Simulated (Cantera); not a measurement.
What does this Cantera script print?

```python
import numpy as np
import cantera as ct

gas_names = """
    AL ALH ALN AL2 H H2 N NH NH2 NH3 N2 N2H2 N2H4
""".split()
cond_names = """
    AL(cr) AL(L) ALN(s)
""".split()


# ... load() reads the species with a 1 bar reference pressure and builds the phases ...
atoms = {
    'Al': {'AL': 1},
    'NH3': {'N': 1, 'H': 3},
    'N2': {'N': 2},
}
top_T = {'ALN(s)': 2750}  # K; cautious upper limits of use, not melting points


# ... equilibrate(T, P, feed) seeds the gas with the atoms and calls Mixture.equilibrate('TP', solver="vcs", rtol=1e-11, max_steps=5000) ...
results = []
feed = {'Al': 1, 'NH3': 0.16, 'N2': 3.7}  # mol
for P in [10, 41, 160, 670, 2700, 11000, 45000, 180000, 740000, 3000000]:
    for T in [773, 923, 1073, 1223, 1373, 1523, 1673, 1823, 1973]:
        mix = equilibrate(T, P, feed)
        results.append((T, P, feed, dict(zip(mix.species_names, mix.species_moles))))

for T, P, feed, n in results:
    print(f"{T:7g} {P:10.4g}  " + (" + ".join(c for c in cond_names if n.get(c, 0) > 1e-12) or "gas only"))
```

It prints:

```
    773         10  ALN(s)
    923         10  ALN(s)
   1073         10  ALN(s)
   1223         10  ALN(s)
   1373         10  ALN(s)
   1523         10  ALN(s)
   1673         10  ALN(s)
   1823         10  gas only
   1973         10  gas only
    773         41  ALN(s)
    923         41  ALN(s)
   1073         41  ALN(s)
   1223         41  ALN(s)
   1373         41  ALN(s)
   1523         41  ALN(s)
   1673         41  ALN(s)
   1823         41  ALN(s)
   1973         41  gas only
    773        160  ALN(s)
    923        160  ALN(s)
   1073        160  ALN(s)
   1223        160  ALN(s)
   1373        160  ALN(s)
   1523        160  ALN(s)
   1673        160  ALN(s)
   1823        160  ALN(s)
   1973        160  gas only
    773        670  ALN(s)
    923        670  ALN(s)
   1073        670  ALN(s)
   1223        670  ALN(s)
   1373        670  ALN(s)
   1523        670  ALN(s)
   1673        670  ALN(s)
   1823        670  ALN(s)
   1973        670  ALN(s)
    773       2700  ALN(s)
    923       2700  ALN(s)
   1073       2700  ALN(s)
   1223       2700  ALN(s)
   1373       2700  ALN(s)
   1523       2700  ALN(s)
   1673       2700  ALN(s)
   1823       2700  ALN(s)
   1973       2700  ALN(s)
    773    1.1e+04  ALN(s)
    923    1.1e+04  ALN(s)
   1073    1.1e+04  ALN(s)
   1223    1.1e+04  ALN(s)
   1373    1.1e+04  ALN(s)
   1523    1.1e+04  ALN(s)
   1673    1.1e+04  ALN(s)
   1823    1.1e+04  ALN(s)
   1973    1.1e+04  ALN(s)
    773    4.5e+04  ALN(s)
    923    4.5e+04  ALN(s)
   1073    4.5e+04  ALN(s)
   1223    4.5e+04  ALN(s)
   1373    4.5e+04  ALN(s)
   1523    4.5e+04  ALN(s)
   1673    4.5e+04  ALN(s)
   1823    4.5e+04  ALN(s)
   1973    4.5e+04  ALN(s)
    773    1.8e+05  ALN(s)
    923    1.8e+05  ALN(s)
   1073    1.8e+05  ALN(s)
   1223    1.8e+05  ALN(s)
   1373    1.8e+05  ALN(s)
   1523    1.8e+05  ALN(s)
   1673    1.8e+05  ALN(s)
   1823    1.8e+05  ALN(s)
   1973    1.8e+05  ALN(s)
    773    7.4e+05  ALN(s)
    923    7.4e+05  ALN(s)
   1073    7.4e+05  ALN(s)
   1223    7.4e+05  ALN(s)
   1373    7.4e+05  ALN(s)
   1523    7.4e+05  ALN(s)
   1673    7.4e+05  ALN(s)
   1823    7.4e+05  ALN(s)
   1973    7.4e+05  ALN(s)
    773      3e+06  ALN(s)
    923      3e+06  ALN(s)
   1073      3e+06  ALN(s)
   1223      3e+06  ALN(s)
   1373      3e+06  ALN(s)
   1523      3e+06  ALN(s)
   1673      3e+06  ALN(s)
   1823      3e+06  ALN(s)
   1973      3e+06  ALN(s)
```

Cantera equilibrium calculation (NASA polynomials, part measured and part estimated; ideal gas, pure solids and liquids).
